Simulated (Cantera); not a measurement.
**Ignition delay**

Mixture: 4.81 % C2H4, 17.2 % O2, 64.5 % N2, 13.5 % H2O, equivalence ratio 0.84, at 0.355 atm, adiabatic and at constant volume. Ignition delay is the time to a rise of 400 K.

Cantera simulation using GRI-Mech 3.0 (53 species, 325 reactions); the numbers are that mechanism's predictions, not measurements. GRI-Mech 3.0 was tuned for natural gas; its chemistry of ethylene as a main component is partial and can be far from experiment. Where the delays flatten at high temperature, the 400 K rule measures the pace of heat release, not the induction time.

```json
[
 {"T0 (K)": "1225", "delay (ms)": "0.371"},
 {"T0 (K)": "1300", "delay (ms)": "0.204"},
 {"T0 (K)": "1375", "delay (ms)": "0.133"},
 {"T0 (K)": "1450", "delay (ms)": "0.0946"},
 {"T0 (K)": "1525", "delay (ms)": "0.0708"},
 {"T0 (K)": "1600", "delay (ms)": "0.0549"},
 {"T0 (K)": "1675", "delay (ms)": "0.0437"},
 {"T0 (K)": "1750", "delay (ms)": "0.0354"},
 {"T0 (K)": "1825", "delay (ms)": "0.0291"}
]
```

```
Quantity                                                Value
--------------------------------------------------  ---------
apparent activation energy between 1675 and 1825 K  69 kJ/mol
```
